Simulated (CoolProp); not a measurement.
A closed Brayton cycle with nitrogen: compressor inlet 332.15 K and 4.9 MPa, high pressure 9.3 MPa, turbine inlet 855 K, compressor efficiency 0.89, turbine efficiency 0.9, recuperator effectiveness 0.9 (on enthalpy, no pinch check). Each further row changes one setting.

The numbers come from the reference Helmholtz-energy equation of state, Span 2000 in CoolProp.

| case | thermal efficiency (%) | net work (kJ/kg) | compressor to turbine work | compressor exit (K) | turbine exit (K) |
|---|---|---|---|---|---|
| as stated | 33.2 | 58.8 | 0.57 | 408.1 | 734.7 |
| turbine inlet 805 K | ___ | ___ | ___ | 408.1 | ___ |
| compressor inlet 342.15 K | 32.1 | 56.3 | 0.59 | 420.3 | 734.7 |
| high pressure 7.91 MPa | ___ | 47.5 | 0.55 | 387.6 | 763.5 |
| recuperator effectiveness 0.5 | 18.4 | 58.8 | 0.57 | 408.1 | 734.7 |

Q: Fill in the missing entries.

A: 
- turbine inlet 805 K, thermal efficiency (%): 30.9
- turbine inlet 805 K, net work (kJ/kg): 50.7
- turbine inlet 805 K, compressor to turbine work: 0.61
- turbine inlet 805 K, turbine exit (K): 690.6
- high pressure 7.91 MPa, thermal efficiency (%): 31.9
